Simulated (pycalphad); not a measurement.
# Effect of Cu content in Si-Cu

Computed with pycalphad from the COST 507 light-alloy database (1999), at 1 atm. The database dates from 1999; later assessments differ in places, in temperatures and in the compounds included. Phase fractions are per mole of atoms.

Question: One of these alloys has its liquidus at 1684 K, its solidus at 1074 K, and holds diamond (Si) 0.99, CU19SI6_ETA 0.01 at 810 K. Which?
A. Si-0.59Cu (at.%)
B. Si-3.16Cu (at.%)
C. Si-2.37Cu (at.%)

Answer: A, Si-0.59Cu (at.%). The others: Si-2.37Cu (at.%), liquidus 1675, solidus 1074; Si-3.16Cu (at.%), liquidus 1671, solidus 1074

Database names, with the compositions (at.%) that they take in these runs: CU19SI6_ETA: Cu 76 Si 24.
